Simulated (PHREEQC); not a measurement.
PHREEQC input (ion-association model, wateq4f.dat):

```
SOLUTION_MASTER_SPECIES
  An  An-  0  An  62.0  # stands for a non-complexing anion
SOLUTION_SPECIES
  An- = An-
    -log_k 0
    -gamma 3.0 0
  PO4-3 + 3H+ = H3PO4  # constants of phreeqc.dat
    -log_k 21.721
    -delta_h -10.1 kJ
PHASES
  Fix_H+
    H+ = H+
    -log_k 0
SOLUTION 1
  temp 25
  units mmol/kgw
  pH 7 charge
  P 1.3
  Na 301.332
  As(5) 0.016
  An 300
END
SELECTED_OUTPUT 1
  -reset false
  -pH true
  -pe true
  -ionic_strength true
  -water true
  -totals As Na P As(3) As(5)
  -molalities Hfo_wOH Hfo_wOH2+ Hfo_wO- Hfo_sOH Hfo_sOH2+ Hfo_sO- Hfo_wH2AsO4 Hfo_wHAsO4- Hfo_wOHAsO4-3 Hfo_wH2PO4
    Hfo_wHPO4- Hfo_wPO4-2
USER_PUNCH 1
  -headings sigma psi
  10 PUNCH EDL("sigma", "Hfo"), EDL("psi", "Hfo")
PRINT
  -reset false
USE solution 1
SURFACE 1
  Hfo_wOH 0.00516854 600 2.3
  Hfo_sOH 0.000129213
EQUILIBRIUM_PHASES 1
  Fix_H+ -4 HAn 10
    -force_equality true
  O2(g) -0.68 10
END
# ... the last block is repeated for the other 16 points of pH, with NaOH or the acid as the point needs
```

Selected output (columns that matter, 13 of 17 rows; pH added in front):

```
pH	mu	As	Na	P	m_Hfo_wOH	m_Hfo_wOH2+	m_Hfo_wO-	m_Hfo_sOH	m_Hfo_sOH2+	m_Hfo_sO-	m_Hfo_wH2AsO4	m_Hfo_wHAsO4-	sigma	psi
4	0.30312	4.1593e-10	0.30132	1.8867e-07	0.00010387	0.0037487	6.5934e-08	3.4836e-06	0.00012572	2.2113e-09	9.5207e-06	6.4756e-06	0.23299	0.10249
4.38	0.30288	3.7305e-10	0.30132	1.6838e-07	0.00019868	0.0036537	2.4749e-07	6.6633e-06	0.00012254	8.3004e-09	6.8458e-06	9.1377e-06	0.20977	0.097336
5.12	0.30245	3.2036e-10	0.30132	1.4075e-07	0.00056709	0.0032833	2.2439e-06	1.9019e-05	0.00011012	7.5256e-08	3.0111e-06	1.2766e-05	0.15668	0.083253
5.5	0.30223	3.4345e-10	0.30132	1.4925e-07	0.00084491	0.0030022	5.4472e-06	2.8337e-05	0.00010069	1.8269e-07	1.9447e-06	1.3434e-05	0.12659	0.073316
5.88	0.30202	4.32e-10	0.30132	1.8939e-07	0.0011417	0.0026999	1.106e-05	3.829e-05	9.0549e-05	3.7092e-07	1.2839e-06	1.3327e-05	0.096503	0.061297
6.62	0.30164	1.1801e-09	0.30132	5.8139e-07	0.0016608	0.002163	2.9213e-05	5.5695e-05	7.2536e-05	9.7965e-07	6.0776e-07	1.1455e-05	0.044054	0.032847
7	0.30148	2.7445e-09	0.30132	1.5052e-06	0.001881	0.001931	4.1974e-05	6.3063e-05	6.474e-05	1.4072e-06	4.1949e-07	1.0031e-05	0.021018	0.016481
7.38	0.30132	7.6279e-09	0.30132	4.7564e-06	0.0020818	0.0017177	5.7799e-05	6.9735e-05	5.7539e-05	1.9362e-06	2.8446e-07	8.4628e-06	-0.00048249	-0.00038496
8.12	0.30106	5.8611e-08	0.30133	5.1643e-05	0.0025056	0.0012868	0.00011176	8.2923e-05	4.2588e-05	3.6989e-06	1.0324e-07	4.9345e-06	-0.042702	-0.03198
8.5	0.30097	1.245e-07	0.30133	0.00014497	0.002801	0.0010204	0.00017615	9.0536e-05	3.2981e-05	5.6934e-06	4.3575e-08	2.9362e-06	-0.064981	-0.045636
8.88	0.30147	1.8543e-07	0.30186	0.00031147	0.0031288	0.00072674	0.00030858	9.7084e-05	2.255e-05	9.5751e-06	1.2669e-08	1.3388e-06	-0.086106	-0.056553
9.62	0.30301	2.2948e-07	0.30334	0.00074827	0.0033621	0.00026625	0.00097256	9.4417e-05	7.4772e-06	2.7313e-05	5.4164e-10	1.6789e-07	-0.12502	-0.072684
10	0.30393	2.8441e-07	0.30424	0.00097536	0.0031137	0.0001412	0.001573	8.333e-05	3.7787e-06	4.2097e-05	1.0207e-10	5.5253e-08	-0.14925	-0.080839
```

Species that the database lacks are ignored. H3PO4, which wateq4f.dat lacks, is added to it with the constant of phreeqc.dat.
